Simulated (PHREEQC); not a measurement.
A PHREEQC speciation (ion-association model, phreeqc.dat) at 25 °C gives pH 2.44 and these molalities:

```
species      mol/kgw
----------  --------
Cl-            0.324
Cu+2           0.144
CuCl+         0.0320
H+           0.00472
CuCl2        0.00214
CuSO4        0.00135
SO4-2       0.000952
HSO4-        9.62e-5
FeCl+2       4.80e-5
Fe+3         1.81e-5
FeCl2+       1.46e-5
FeOH+2       1.33e-5
FeSO4+       5.29e-6
CuCl3-       2.73e-6
Fe(OH)2+     3.81e-7
FeCl3        1.89e-7
CuOH+        1.54e-7
FeHSO4+2     1.22e-7
Fe2(OH)2+4   3.37e-8
Fe(SO4)2-    2.16e-8
Cu2(OH)2+2   1.54e-8
```

Task: What are the element totals, and what could have been dissolved in 1 kg of water to give them?

Result: This is not unique; one that fits is totals Cl 0.360, Cu(2) 0.180, Fe(3) 0.000100, S(6) 0.00240 mol/kgw, from 0.18 mol/kgw CuCl2, 0.0024 mol/kgw H2SO4 and 0.0001 mol/kgw FeCl3.

No solid was allowed to form. Saturation is exceeded, for instance for Hematite (slow to form), Goethite (slow to form); the values hold only as long as no solid forms.
